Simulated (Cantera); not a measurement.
Mixture: CH₄ : C₂H₆ : O₂ : N₂ = 1 : 0.15 : 3.41 : 22.9 (molar parts), at 0.868 atm, adiabatic and at constant pressure. Ignition delay is the time to a rise of 400 K.

Cantera simulation using GRI-Mech 3.0 (53 species, 325 reactions); the numbers are that mechanism's predictions, not measurements.

Predict: delay at 1100 K; delay at 1200 K; delay at 1300 K; delay at 1400 K; delay at 1500 K; apparent activation energy between 1400 and 1500 K.


| Property | Value |
|---|---|
| delay at 1100 K | 20.3 ms |
| delay at 1200 K | 5.12 ms |
| delay at 1300 K | 1.80 ms |
| delay at 1400 K | 0.715 ms |
| delay at 1500 K | 0.307 ms |
| apparent activation energy between 1400 and 1500 K | 150 kJ/mol |
